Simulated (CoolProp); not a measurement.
Vapour-liquid equilibrium of CH2F2 (R32) (1) + fluoroethane (R161) (2) at 43.35 °C; x and y are mole fractions of (1).

Model: multi-fluid Helmholtz-energy mixture model, Tillner-Roth 1997 and Wu 2012; pair parameters Bell 2016, in CoolProp.

```
x     bubble pressure, mixture model (MPa)  bubble pressure, Raoult's law (MPa)  y, mixture model  y, Raoult's law
----  ------------------------------------  -----------------------------------  ----------------  ---------------
0.05                                 1.550                                1.540             0.081            0.087
0.15                                 1.684                                1.661             0.222            0.243
0.25                                 1.810                                1.782             0.343            0.377
0.35                                 1.931                                1.903             0.450            0.494
0.45                                 2.048                                2.023             0.548            0.598
0.55                                 2.164                                2.144             0.640            0.689
0.65                                 2.278                                2.265             0.726            0.771
0.75                                 2.394                                2.385             0.808            0.845
0.85                                 2.510                                2.506             0.887            0.911
0.95                                 2.627                                2.627             0.963            0.972
```

The largest gap from Raoult's law is +1.6 % in bubble pressure, at x = 0.25. No azeotrope shows between x = 0.05 and 0.95.

The pair parameters rest on a limited set of measurements; away from them the model extrapolates.
